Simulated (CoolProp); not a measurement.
Saturation properties of R1234yf (Tc = 367.8 K, pc = 3384 kPa, ω = 0.276).

Model: reference Helmholtz-energy equation of state, Lemmon 2022, in CoolProp.

```tsv
T (K)	p (kPa)	liquid density (kg/m³)	enthalpy of vaporisation (kJ/kg)	liquid conductivity (mW/(m K))
242.2	94.85	1267	181.6	82.1
245.4	109.2	1258	179.9	80.9
248.6	125.1	1249	178.1	79.8
251.8	142.8	1240	176.4	78.7
255	162.4	1231	174.5	77.6
258.1	183.3	1222	172.7	76.5
261.3	207.0	1212	170.8	75.4
264.5	233.0	1203	168.9	74.3
267.7	261.5	1193	166.9	73.3
270.8	291.5	1183	165.0	72.2
274	325.1	1173	162.9	71.2
277.2	361.6	1163	160.8	70.1
280.4	401.1	1153	158.7	69.1
283.6	443.8	1142	156.4	68.1
286.7	488.4	1132	154.2	67.1
```

It boils at 243.7 K under 1 atm.

Thermal conductivity comes from a separate model (Perkins 2011).
